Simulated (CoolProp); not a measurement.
Vapour-liquid equilibrium of toluene (1) + n-decane (2) at 162.45 °C; x and y are mole fractions of (1).

The numbers come from the multi-fluid Helmholtz-energy mixture model, Lemmon 2006 and Lemmon 2006; pair parameters Bell 2016 in CoolProp.

```json
[
 {"x": "0.05", "bubble pressure, mixture model (kPa)": "88.33", "bubble pressure, Raoult's law (kPa)": "88.95", "y, mixture model": "0.190", "y, Raoult's law": "0.203"},
 {"x": "0.15", "bubble pressure, mixture model (kPa)": "117.6", "bubble pressure, Raoult's law (kPa)": "117.7", "y, mixture model": "0.447", "y, Raoult's law": "0.461"},
 {"x": "0.25", "bubble pressure, mixture model (kPa)": "147.9", "bubble pressure, Raoult's law (kPa)": "146.4", "y, mixture model": "0.606", "y, Raoult's law": "0.618"},
 {"x": "0.35", "bubble pressure, mixture model (kPa)": "178.2", "bubble pressure, Raoult's law (kPa)": "175.1", "y, mixture model": "0.712", "y, Raoult's law": "0.723"},
 {"x": "0.45", "bubble pressure, mixture model (kPa)": "207.7", "bubble pressure, Raoult's law (kPa)": "203.9", "y, mixture model": "0.786", "y, Raoult's law": "0.799"},
 {"x": "0.55", "bubble pressure, mixture model (kPa)": "236.4", "bubble pressure, Raoult's law (kPa)": "232.6", "y, mixture model": "0.842", "y, Raoult's law": "0.856"},
 {"x": "0.65", "bubble pressure, mixture model (kPa)": "264.4", "bubble pressure, Raoult's law (kPa)": "261.3", "y, mixture model": "0.886", "y, Raoult's law": "0.900"},
 {"x": "0.75", "bubble pressure, mixture model (kPa)": "291.9", "bubble pressure, Raoult's law (kPa)": "290.1", "y, mixture model": "0.923", "y, Raoult's law": "0.936"},
 {"x": "0.85", "bubble pressure, mixture model (kPa)": "319.4", "bubble pressure, Raoult's law (kPa)": "318.8", "y, mixture model": "0.956", "y, Raoult's law": "0.965"},
 {"x": "0.95", "bubble pressure, mixture model (kPa)": "347.5", "bubble pressure, Raoult's law (kPa)": "347.5", "y, mixture model": "0.986", "y, Raoult's law": "0.989"}
]
```

The largest gap from Raoult's law is +1.9 % in bubble pressure, at x = 0.45. No azeotrope shows between x = 0.05 and 0.95.

Pair parameters are fitted to limited data, so mixtures are less certain than the pure fluids. The gap from Raoult's law changes sign with composition, which may be real or a fault of the pair parameters; it wasn't checked against measurements.
